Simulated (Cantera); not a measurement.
A closed system holds: 1 mol n-butane, 2.3 mol H₂, equilibrated at 338 Torr.

These are equilibrium values from Cantera (NASA tables, ideal gas, pure condensed phases), not measurements of a reactor. Candidate condensed phases: C, C₆H₆, C₇H₈, C₈H₁₈; 76 gas species. Rates play no part.

x: gas mole fraction; n: condensed amount in mol.

```json
[
 {"T (K)": "1850", "x H₂": "0.999", "x H": "0.000803", "x C₂H₂ (acetylene)": "0.000261", "x C₂H": "2.26e-9", "x CH₄": "0.000294", "x C₄H₂": "…", "n C(graphite)": "3.99"},
 {"T (K)": "1950", "x H₂": "0.998", "x H": "0.00171", "x C₂H₂ (acetylene)": "0.000545", "x C₂H": "1.47e-8", "x CH₄": "0.000218", "x C₄H₂": "…", "n C(graphite)": "3.99"},
 {"T (K)": "2050", "x H₂": "0.995", "x H": "0.00337", "x C₂H₂ (acetylene)": "0.00106", "x C₂H": "7.92e-8", "x CH₄": "0.000166", "x C₄H₂": "…", "n C(graphite)": "3.98"},
 {"T (K)": "2150", "x H₂": "0.992", "x H": "0.00626", "x C₂H₂ (acetylene)": "0.00192", "x C₂H": "3.64e-7", "x CH₄": "0.000130", "x C₄H₂": "…", "n C(graphite)": "3.97"},
 {"T (K)": "2250", "x H₂": "0.986", "x H": "0.0110", "x C₂H₂ (acetylene)": "0.00330", "x C₂H": "1.46e-6", "x CH₄": "0.000103", "x C₄H₂": "…", "n C(graphite)": "3.95"},
 {"T (K)": "2350", "x H₂": "0.976", "x H": "0.0184", "x C₂H₂ (acetylene)": "0.00539", "x C₂H": "5.18e-6", "x CH₄": "8.34e-5", "x C₄H₂": "…", "n C(graphite)": "3.92"},
 {"T (K)": "2450", "x H₂": "0.962", "x H": "0.0294", "x C₂H₂ (acetylene)": "0.00839", "x C₂H": "1.65e-5", "x CH₄": "6.79e-5", "x C₄H₂": "…", "n C(graphite)": "3.87"},
 {"T (K)": "2550", "x H₂": "0.942", "x H": "0.0451", "x C₂H₂ (acetylene)": "0.0125", "x C₂H": "4.78e-5", "x CH₄": "5.54e-5", "x C₄H₂": "…", "n C(graphite)": "3.81"},
 {"T (K)": "2650", "x H₂": "0.915", "x H": "0.0668", "x C₂H₂ (acetylene)": "0.0180", "x C₂H": "0.000127", "x CH₄": "4.50e-5", "x C₄H₂": "…", "n C(graphite)": "3.72"},
 {"T (K)": "2750", "x H₂": "0.879", "x H": "0.0956", "x C₂H₂ (acetylene)": "0.0247", "x C₂H": "0.000312", "x CH₄": "3.63e-5", "x C₄H₂": "…", "n C(graphite)": "3.60"}
]
```

Question: Some entries are withheld; supply them.

Answer: 
- 1850, x C₄H₂: 2.71e-8
- 1950, x C₄H₂: 1.19e-7
- 2050, x C₄H₂: 4.53e-7
- 2150, x C₄H₂: 1.51e-6
- 2250, x C₄H₂: 4.51e-6
- 2350, x C₄H₂: 1.22e-5
- 2450, x C₄H₂: 3.02e-5
- 2550, x C₄H₂: 6.89e-5
- 2650, x C₄H₂: 0.000146
- 2750, x C₄H₂: 0.000289
